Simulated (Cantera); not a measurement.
Input (Python, Cantera) and output of one run.

```python
import numpy as np
import cantera as ct

gas_names = [...]  # 113 gases of nasa_gas.yaml made of C, H, O, Ta
cond_names = """
    C(gr) C6H6(L) C7H8(L) C8H18(L),n-octa H2O(s) H2O(L) Ta(cr) Ta(L) TaC(s) TaC(L) Ta2O5(s) Ta2O5(L)
""".split()


# ... load() reads the species with a 1 bar reference pressure and builds the phases ...
atoms = {
    'Ta2O5': {'Ta': 2, 'O': 5},
    'CH4': {'C': 1, 'H': 4},
    'CO': {'C': 1, 'O': 1},
}
top_T = {'C(gr)': 4500}  # K; cautious upper limits of use, not melting points


# ... equilibrate(T, P, feed) seeds the gas with the atoms and calls Mixture.equilibrate('TP', solver="vcs", rtol=1e-11, max_steps=5000) ...
results = []
feed = {'Ta2O5': 1, 'CH4': 0.9, 'CO': 3}  # mol
P = 100000  # Pa
for T in [1925, 2000, 2075, 2150, 2225, 2300, 2375, 2450, 2525, 2600]:
    mix = equilibrate(T, P, feed)
    results.append((T, P, feed, dict(zip(mix.species_names, mix.species_moles))))

top = {s: max(r[3][s] / sum(r[3][g] for g in gas_names) for r in results) for s in gas_names}
cols = sorted((s for s in top if top[s] > 0.0001), key=lambda s: -top[s])[:7]
seen = [c for c in cond_names if any(r[3].get(c, 0) > 1e-12 for r in results)]
print("log10 of partial pressures in bar; condensed amounts in mol")
print(f"{'T/K':>10s}" + "".join(f"{s[:9]:>10s}" for s in cols + seen))
for T, P, feed, n in results:
    ng = sum(n[g] for g in gas_names)
    print(f"{T:10.4g}" + "".join(f"{np.log10(max(n[s] / ng * P / 1e5, 1e-99)):10.3f}" for s in cols)
          + "".join(f"{n.get(c, 0):10.4g}" for c in seen))
```

Output:

```
log10 of partial pressures in bar; condensed amounts in mol
       T/K        CO        H2         H       H2O      TaO2       CO2       TaO    Ta(cr)    TaC(s)  Ta2O5(s)  Ta2O5(L)
      1925    -0.176    -0.484    -3.262    -2.593    -6.956    -2.918    -8.448         0     0.263    0.8685         0
      2000    -0.176    -0.484    -3.031    -2.567    -6.306    -2.919    -7.679         0    0.2632    0.8684         0
      2075    -0.176    -0.485    -2.817    -2.547    -5.715    -2.923    -6.975         0    0.2634         0    0.8683
      2150    -0.176    -0.486    -2.618    -2.541    -5.204    -2.939    -6.345         0    0.2634         0    0.8683
      2225    -0.176    -0.487    -2.432    -2.536    -4.730    -2.954    -5.760         0    0.2634         0    0.8682
      2300    -0.177    -0.489    -2.259    -2.533    -4.290    -2.969    -5.215         0    0.2633         0    0.8682
      2375    -0.177    -0.491    -2.096    -2.531    -3.880    -2.983    -4.707         0    0.2632         0     0.868
      2450    -0.178    -0.494    -1.944    -2.531    -3.498    -2.997    -4.231         0     0.263         0    0.8675
      2525    -0.179    -0.499    -1.802    -2.533    -3.141    -3.010    -3.786         0    0.2624         0    0.8664
      2600    -0.171    -0.525    -1.678    -2.540    -2.815    -2.997    -3.393    0.3659         0         0    0.8115
```

These are equilibrium values from Cantera (NASA tables, ideal gas, pure condensed phases), not measurements of a reactor. Mutual solubility and eutectic melting of coexisting phases are not modelled. TaC: taken at fixed stoichiometry. Condensed phases not in the tables: Ta2C, N, O or C dissolved in the metal.
